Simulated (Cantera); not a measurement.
# Equilibrium for silicon nitride deposition: Si2Cl6 + N2 + H2

Input: 1 mol Si2Cl6, a varied amount of N2, 2.5 mol H2, held at 1575 K and 460 Pa.

These are equilibrium values from Cantera (NASA tables, ideal gas, pure condensed phases), not measurements of a reactor. Candidate condensed phases: NH4Cl, Si, Si3N4; 28 gas species. The feed counts by its element totals alone. The tables' values for SiCl3, SiCl are old estimates; treat these amounts as uncertain. Rates play no part.

At 2.4 mol N2 nothing is condensed. From 3.6 mol N2 to 27 mol N2 the condensed part is Si3N4(s). The main Si-bearing gas is SiCl2 throughout. The share of Si in condensed phases is highest at 27 mol N2 (8.8 %) and lowest at 2.4 mol N2 (0.0 %).

| n(N2) (mol) | x N2 | x SiCl2 | x HCl | x H2 | x SiCl3 | n Si3N4(s) |
|---|---|---|---|---|---|---|
| 2.4 | 0.306 | 0.240 | 0.237 | 0.200 | 0.0136 | 0 |
| 3.6 | 0.397 | 0.205 | 0.214 | 0.170 | 0.0114 | 0.0113 |
| 5.4 | 0.496 | 0.168 | 0.188 | 0.138 | 0.00907 | 0.0260 |
| 8.1 | 0.596 | 0.132 | 0.157 | 0.107 | 0.00675 | 0.0380 |
| 12 | 0.686 | 0.102 | 0.125 | 0.0813 | 0.00477 | 0.0470 |
| 18 | 0.766 | 0.0752 | 0.0955 | 0.0592 | 0.00315 | 0.0539 |
| 27 | 0.831 | 0.0542 | 0.0702 | 0.0421 | 0.00198 | 0.0587 |
x: gas mole fraction; n: condensed amount in mol.
